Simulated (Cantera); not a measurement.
Hydrocarbon pyrolysis for carbon deposition

An isothermal, constant-pressure homogeneous reactor starts with 20.4 % C₃H₈, 79.6 % H₂, at 1298 K and 21.0 Pa.

Computed with Cantera and GRI-Mech 3.0 (53 species, 325 reactions). GRI-Mech 3.0 was tuned for natural gas; its chemistry of propane as a main component is partial and can be far from experiment. GRI-Mech 3.0 stops at C3 and has no aromatics, soot or wall deposition, so with more carbon than oxygen in the feed, carbon stays in small species such as C2H2 where larger ones or solid carbon would form. Radical loss at walls, strong at low pressure, is not modelled.

| t (s) | x C₃H₈ | x H₂ | x C₂H₆ | x CH₃ | x C₂H₄ | x CH₄ |
|---|---|---|---|---|---|---|
| 1.00e-6 | 0.204 | 0.796 | 2.16e-12 | 1.52e-7 | 1.06e-11 | 6.99e-12 |
| 8.18e-6 | 0.204 | 0.796 | 1.43e-10 | 1.24e-6 | 7.04e-10 | 4.65e-10 |
| 6.69e-5 | 0.204 | 0.796 | 9.55e-9 | 1.01e-5 | 4.77e-8 | 3.10e-8 |
| 0.000547 | 0.204 | 0.796 | 6.21e-7 | 8.23e-5 | 4.27e-6 | 2.06e-6 |
| 0.00447 | 0.203 | 0.795 | 3.34e-5 | 0.000827 | 0.000440 | 0.000156 |
| 0.0366 | 0.177 | 0.778 | 0.000624 | 0.00915 | 0.0193 | 0.0146 |
| 0.299 | 0.00197 | 0.666 | 0.000604 | 0.00469 | 0.138 | 0.165 |
| 2.45 | 1.61e-6 | 0.674 | 5.27e-5 | 0.000283 | 0.112 | 0.167 |
| 20.0 | 1.41e-10 | 0.680 | 3.19e-6 | 4.14e-5 | 0.0909 | 0.164 |
x: mole fraction; the columns are a selection and need not sum to one.

Equilibrium at this temperature and pressure: C₃H₈ <1e-12, H₂ 0.810, C₂H₆ 8.20e-10, CH₃ 1.14e-6, C₂H₄ 9.40e-5, CH₄ 0.000702 (gas phase only).
